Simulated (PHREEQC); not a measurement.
A solution holds 0.015 mol CaCl2, 0.0025 mol Na2HPO4 and 0.00074 mol KCl per kg of water, at 75 °C. Closed to the air; pH follows from the charge balance.

Equilibrium calculation in PHREEQC: ion-association model, wateq4f.dat.

Each row changes one thing in this solution. Precipitation was switched off in this run.

```
case                                            pH  ionic strength (mol/kgw)  HPO4-2 (mol/kgw)  H2PO4- (mol/kgw)  NaHPO4- (mol/kgw)  KHPO4- (mol/kgw)  SI of Halite (NaCl)
--------------------------------------------  ----  ------------------------  ----------------  ----------------  -----------------  ----------------  -------------------
as made                                       7.32                    0.0458          0.000497          0.000163            2.12e-6           3.10e-7                -5.68
diluted 2-fold with water                     7.40                    0.0232          0.000308           9.68e-5            7.96e-7           1.17e-7                -6.24
KCl from 0.00074 to 0.0074 mol/kgw            7.33                    0.0526          0.000527          0.000165            2.16e-6           3.15e-6                -5.60
CaCl2 replaced by CuCl2 at the same molality  4.97                    0.0414           3.25e-5           0.00246            1.43e-7           2.10e-8                  ___
diluted 100-fold with water                   7.47                  0.000515           1.60e-5           6.27e-6            1.39e-9               ___                -9.52
temperature from 75 to 40 °C                  7.55                    0.0465          0.000686          0.000160            3.08e-6           4.51e-7                -5.60
```

Some entries are withheld; supply them.


- CaCl2 replaced by CuCl2 at the same molality, SI of Halite (NaCl): -5.71
- diluted 100-fold with water, KHPO4- (mol/kgw): 2.06e-10

Some of these states are supersaturated (in Hydroxyapatite, Atacamite, Cu(OH)2, for instance). H3PO4, which wateq4f.dat lacks, is added to it with the constant of phreeqc.dat. At this temperature some constants are extrapolated from 25 °C, and those without enthalpy data are left unchanged.
